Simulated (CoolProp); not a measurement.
Vapour-liquid equilibrium of hydrogen sulfide (1) + n-hexane (2) at 443 kPa; x and y are mole fractions of (1).

The numbers come from the multi-fluid Helmholtz-energy mixture model, Lemmon 2006 and Thol 2019; pair parameters Kunz 2012 in CoolProp.

Problem. Give the bubble temperature and the first vapour's composition at x = 0.05, 0.5, 0.8. Is there an azeotrope?

Solution. x = 0.05: 87.5 °C, y = 0.589; x = 0.5: -14.5 °C, y = 0.995; x = 0.8: -21.0 °C, y = 0.998. No azeotrope shows between x = 0.05 and 0.95.

Pair parameters are fitted to limited data, so mixtures are less certain than the pure fluids. The gap from Raoult's law changes sign with composition, which may be real or a fault of the pair parameters; it wasn't checked against measurements. With so large a gap from Raoult's law the liquid may split in two, which this calculation doesn't test in full.
